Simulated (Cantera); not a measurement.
An isothermal, constant-pressure homogeneous reactor starts with C2H6 : N2 : H2O = 1 : 2.9 : 0.27 (molar parts), at 1900 K and 113 Torr.

Cantera simulation using GRI-Mech 3.0 (53 species, 325 reactions); the numbers are that mechanism's predictions, not measurements. GRI-Mech 3.0 stops at C3 and has no aromatics, soot or wall deposition, so with more carbon than oxygen in the feed, carbon stays in small species such as C2H2 where larger ones or solid carbon would form.

Question: Predict: x(C2H6) at 100 s; x(CH4) at 100 s; x(C2H2) at 100 s; x(CH3) at 100 s; x(C2H4) at 100 s; x(H) at 100 s; x(HCN) at 100 s.

Answer: 
| Quantity | Result |
|---|---|
| x(C2H6) at 100 s | 3.92e-9 (gas-phase equilibrium 2.29e-9) |
| x(CH4) at 100 s | 0.000354 (gas-phase equilibrium 0.000271) |
| x(C2H2) at 100 s | 0.133 (gas-phase equilibrium 0.0772) |
| x(CH3) at 100 s | 2.39e-5 (gas-phase equilibrium 1.83e-5) |
| x(C2H4) at 100 s | 8.98e-5 (gas-phase equilibrium 5.20e-5) |
| x(H) at 100 s | 0.00126 (gas-phase equilibrium 0.00126) |
| x(HCN) at 100 s | 0.00123 (gas-phase equilibrium 0.114) |
